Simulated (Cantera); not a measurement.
Charge: 1 mol Si, 2.1 mol Br2, 2.2 mol N2, equilibrated at 852 °C and 4.50 Pa.

These are equilibrium values from Cantera (NASA tables, ideal gas, pure condensed phases), not measurements of a reactor. Candidate condensed phases: Br2, Si, Si3N4; 13 gas species. The tables' values for SiBr3 are old estimates; treat these amounts as uncertain. Rates play no part.

Base state: N2 0.641, SiBr4 0.285, Br 0.0668, SiBr2 0.00323, SiBr3 0.00297, Br2 0.000443 (mole fractions); condensed: gas only.

Problem. What changes in the equilibrium state with this change: pressure from 4.50 Pa to 1330 Pa?

Solution. 
| species | before | after |
|---|---|---|
| N2 | 0.641 | 0.658 |
| SiBr4 | 0.285 | 0.299 |
| Br | 0.0668 | 0.0245 |
| Br2 | 0.000443 | 0.0177 |
| SiBr2 | 0.00323 | 2.86e-7 |
| SiBr3 | 0.00297 | 2.86e-5 |
